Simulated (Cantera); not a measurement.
Input: 1 mol SiC, 2.8 mol O2, 2.2 mol H2, 0.55 mol N2O, at 1050 °C and 24.0 Pa.

Equilibrium computed with Cantera from the NASA thermochemical tables; the gas is ideal and each condensed phase is pure. Candidate condensed phases: C, C6H6, C7H8, C8H18, H2O, Si, SiC, SiO2, Si2N2O, Si3N4; 151 gas species. The tables hold silica as quartz up to 1696 K and as liquid above; real silica turns to tridymite and cristobalite and melts near 1996 K. Equilibrium is a limit: real reactors are often held back by kinetics, nucleation or transport.

Base state: H2O 0.579, CO2 0.261, N2 0.147, H2 0.00727, CO 0.00607, OH 1.01e-5 (mole fractions); condensed: SiO2(β-quartz).

### Question
What changes in the equilibrium state with this change: N2O from 0.55 to 0.13 mol?

### Answer
| species | before | after |
|---|---|---|
| H2O | 0.579 | 0.581 |
| CO2 | 0.261 | 0.239 |
| H2 | 0.00727 | 0.0800 |
| N2 | 0.147 | 0.0390 |
| CO | 0.00607 | 0.0611 |
| H | 8.75e-6 | 2.90e-5 |
| OH | 1.01e-5 | 3.05e-6 |
| SiO2(β-quartz), mol | 1.00 | 1.00 |
